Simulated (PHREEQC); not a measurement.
Leach liquor (model solution)

Make-up at 25 °C: 91 mmol/kgw H2SO4, 66 mmol/kgw CuSO4 and 84 mmol/kgw Fe2(SO4)3. Closed to the air; pH follows from the charge balance.

Computed with PHREEQC (ion-association model, phreeqc.dat).

Each row changes one thing in this solution. No solid was allowed to form.

```tsv
case	pH	ionic strength (mol/kgw)	HSO4- (mol/kgw)	SO4-2 (mol/kgw)
as made	1.37	0.454	0.0987	0.0811
Fe2(SO4)3 replaced by Na2SO4 at the same molality	1.30	0.403	0.117	(withheld)
CuSO4 left out	1.32	0.344	0.0896	0.0597
temperature from 25 to 85 °C	1.70	0.431	0.141	0.0585
H2SO4 left out	2.55	0.373	0.00717	0.0827
diluted 5-fold with water	1.82	0.105	0.0162	0.0234
Fe2(SO4)3 from 0.084 to 0.126 mol/kgw	1.43	(withheld)	0.0982	0.0999
CuSO4 replaced by ZnSO4 at the same molality	1.34	0.455	0.0939	0.0733
temperature from 25 to 30 °C	1.39	0.448	0.102	0.0784
```

Task: Complete the blanks.

Result: 
- Fe2(SO4)3 replaced by Na2SO4 at the same molality, SO4-2 (mol/kgw): 0.0789
- Fe2(SO4)3 from 0.084 to 0.126 mol/kgw, ionic strength (mol/kgw): 0.545

Complexes and solids missing from the database can't appear. Some of these states are supersaturated (in Hematite (slow to form), Goethite (slow to form), for instance). Constants without temperature data keep their 25 °C values here.
